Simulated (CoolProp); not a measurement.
Aqueous sodium chloride as a coolant, 12 % by mass, freezing at -8.2 °C, 1 atm.

Values from CoolProp's Melinder's fits for secondary coolants.

```json
[
 {"T (°C)": "-6", "viscosity (mPa s)": "2.64", "density (kg/m³)": "1094", "conductivity (W/(m K))": "(withheld)", "cp (kJ/(kg K))": "3.602"},
 {"T (°C)": "-1.5", "viscosity (mPa s)": "2.27", "density (kg/m³)": "1093", "conductivity (W/(m K))": "0.552", "cp (kJ/(kg K))": "3.612"},
 {"T (°C)": "3", "viscosity (mPa s)": "1.97", "density (kg/m³)": "1092", "conductivity (W/(m K))": "0.559", "cp (kJ/(kg K))": "3.621"},
 {"T (°C)": "7.5", "viscosity (mPa s)": "1.73", "density (kg/m³)": "1090", "conductivity (W/(m K))": "0.567", "cp (kJ/(kg K))": "3.630"},
 {"T (°C)": "12", "viscosity (mPa s)": "1.52", "density (kg/m³)": "1089", "conductivity (W/(m K))": "0.574", "cp (kJ/(kg K))": "3.638"},
 {"T (°C)": "16.5", "viscosity (mPa s)": "1.36", "density (kg/m³)": "1087", "conductivity (W/(m K))": "0.581", "cp (kJ/(kg K))": "3.646"},
 {"T (°C)": "21", "viscosity (mPa s)": "(withheld)", "density (kg/m³)": "1085", "conductivity (W/(m K))": "0.588", "cp (kJ/(kg K))": "3.652"},
 {"T (°C)": "25.5", "viscosity (mPa s)": "1.10", "density (kg/m³)": "1083", "conductivity (W/(m K))": "0.596", "cp (kJ/(kg K))": "(withheld)"},
 {"T (°C)": "30", "viscosity (mPa s)": "1.00", "density (kg/m³)": "(withheld)", "conductivity (W/(m K))": "(withheld)", "cp (kJ/(kg K))": "3.663"}
]
```

What belongs in the gaps?


- -6, conductivity (W/(m K)): 0.545
- 21, viscosity (mPa s): 1.22
- 25.5, cp (kJ/(kg K)): 3.658
- 30, density (kg/m³): 1081
- 30, conductivity (W/(m K)): 0.603
